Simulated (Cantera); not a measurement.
## Oxide etching and cleaning by halides: MgO + F2 + O2

Feed: 1 mol MgO, 2.9 mol F2, 6.6 mol O2, held at 1098 K and 8.30e-5 bar.

Cantera equilibrium calculation (NASA polynomials, part measured and part estimated; ideal gas, pure solids and liquids). Candidate condensed phases: Mg, MgF2, MgO; 14 gas species. The numbers say what is thermodynamically allowed, not how fast it happens.

```
Item                                 Result
--------------------------------  ---------
x(O2)                                 0.651
x(F)                                  0.348
x(F2)                              0.000178
x(MgF2)                             1.06e-5
n(MgF2(s))                        1.000 mol
gas amount                        10.90 mol
log10 activity of Mg(l) (absent)     -36.57
```
